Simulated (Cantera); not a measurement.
A Cantera script and its output.

```python
import numpy as np
import cantera as ct

gas = ct.Solution("h2o2.yaml")
gas.TPX = 1250, 2666, {'H2': 0.47, 'O2': 1}
reactor = ct.IdealGasConstPressureReactor(gas, energy="off", clone=False)
net = ct.ReactorNet([reactor])
net.rtol, net.atol = 1e-08, 1e-18
show = ['H2', 'O2', 'OH', 'H2O', 'HO2']
times = np.geomspace(1e-05, 70, 15)

steps = ct.SolutionArray(gas, extra=["t"])
rows = []
print(f"{'t/s':>10s}{'T/K':>9s}{'P/Pa':>11s}" + "".join(f"{s:>11s}" for s in show))
for t in times:
    while net.time < t:
        t_next = net.step()
        steps.append(gas.state, t=t_next)
    rows.append([np.interp(t, steps.t, y) for y in (steps.T, steps.P, *steps(*show).X.T)])
    print(f"{t:10.3e}{rows[-1][0]:9.1f}{rows[-1][1]:11.4g}" + "".join(f"{x:11.3e}" for x in rows[-1][2:]))
rate = np.gradient(steps.T, steps.t)
print("integrator steps:", len(steps.t))
if steps.T.max() > steps.T[0] + 200:
    print(f"time of steepest temperature rise: {steps.t[rate.argmax()]:.4e} s")
gas.TPX = 1250, 2666, {'H2': 0.47, 'O2': 1}
gas.equilibrate("TP")
print(f"equilibrium (TP): T = {gas.T:.1f} K  " + "  ".join(f"{s} {gas[s].X[0]:.3e}" for s in show))
```

Result:

```
       t/s      T/K       P/Pa         H2         O2         OH        H2O        HO2
 1.000e-05   1250.0       2666  3.197e-01  6.803e-01  1.244e-09  9.704e-10  9.905e-09
 3.083e-05   1250.0       2666  3.197e-01  6.803e-01  8.362e-09  1.989e-08  3.057e-08
 9.503e-05   1250.0       2666  3.197e-01  6.803e-01  1.521e-07  7.407e-07  9.618e-08
 2.930e-04   1250.0       2666  3.171e-01  6.789e-01  3.284e-04  1.798e-03  3.961e-06
 9.031e-04   1250.0       2666  2.020e-02  5.304e-01  1.495e-02  2.489e-01  1.818e-05
 2.784e-03   1250.0       2666  1.189e-02  5.768e-01  1.187e-02  3.215e-01  2.195e-05
 8.582e-03   1250.0       2666  1.880e-03  6.128e-01  4.718e-03  3.728e-01  1.615e-05
 2.646e-02   1250.0       2666  1.484e-04  6.185e-01  1.329e-03  3.795e-01  3.667e-06
 8.156e-02   1250.0       2666  1.848e-05  6.192e-01  4.783e-04  3.802e-01  6.377e-07
 2.514e-01   1250.0       2666  3.561e-06  6.193e-01  2.130e-04  3.804e-01  1.467e-07
 7.751e-01   1250.0       2666  8.782e-07  6.194e-01  1.066e-04  3.805e-01  5.008e-08
 2.389e+00   1250.0       2666  2.604e-07  6.194e-01  5.828e-05  3.805e-01  3.473e-08
 7.366e+00   1250.0       2666  1.174e-07  6.194e-01  3.904e-05  3.805e-01  3.908e-08
 2.271e+01   1250.0       2666  1.029e-07  6.194e-01  3.649e-05  3.805e-01  4.057e-08
 7.000e+01   1250.0       2666  1.028e-07  6.194e-01  3.648e-05  3.805e-01  4.058e-08
integrator steps: 2305
equilibrium (TP): T = 1250.0 K  H2 1.028e-07  O2 6.194e-01  OH 3.648e-05  H2O 3.805e-01  HO2 4.058e-08
```

Computed with Cantera and the H2/O2 subset of GRI-Mech 3.0, which has no nitrogen chemistry. Radical loss at walls, strong at low pressure, is not modelled. The temperature is held fixed by assumption; the heat of reaction is taken as removed at once.
